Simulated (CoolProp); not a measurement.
Computed with CoolProp (reference Helmholtz-energy equation of state, Rui 2013).

Question: For R236EA, give the phase and the cv (kJ/(kg K)), Prandtl number at 138.85 °C and 1.71 MPa; 138.85 °C and 4.78 MPa.

Answer: 
- 138.85 °C and 1.71 MPa: gas; cv 1.00, Prandtl number 0.766
- 138.85 °C and 4.78 MPa: liquid; cv 1.06, Prandtl number 3.43

Viscosity comes from a separate model (Huber 2003), an estimate that may be off by 10 % or more. Thermal conductivity comes from a separate model (Huber 2003), an estimate that may be off by 10 % or more.
